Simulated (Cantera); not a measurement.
Mixture: CH₄ : CO : O₂ : N₂ = 1 : 0.14 : 2.33 : 8.75 (molar parts), equivalence ratio 0.89, at 6.60 bar, adiabatic and at constant volume. Ignition delay is the time to a rise of 400 K.

Cantera simulation using GRI-Mech 3.0 (53 species, 325 reactions); the numbers are that mechanism's predictions, not measurements.

Q: What does this change do: CH4 1 to 0.39 parts?

A: 
```
quantity                                                before       after
--------------------------------------------------  ----------  ----------
delay at 1050 K                                        71.9 ms     52.4 ms
delay at 1200 K                                        7.72 ms     5.03 ms
delay at 1350 K                                        1.21 ms    0.792 ms
delay at 1500 K                                       0.245 ms    0.176 ms
delay at 1650 K                                        63.0 µs     52.3 µs
apparent activation energy between 1575 and 1725 K  190 kJ/mol  160 kJ/mol
```

Q: What does this change do: constant pressure in place of constant volume?

A: 
| quantity | before | after |
|---|---|---|
| delay at 1050 K | 71.9 ms | 74.2 ms |
| delay at 1200 K | 7.72 ms | 8.09 ms |
| delay at 1350 K | 1.21 ms | 1.28 ms |
| delay at 1500 K | 0.245 ms | 0.262 ms |
| delay at 1650 K | 63.0 µs | 67.6 µs |
| apparent activation energy between 1575 and 1725 K | 190 kJ/mol | 190 kJ/mol |
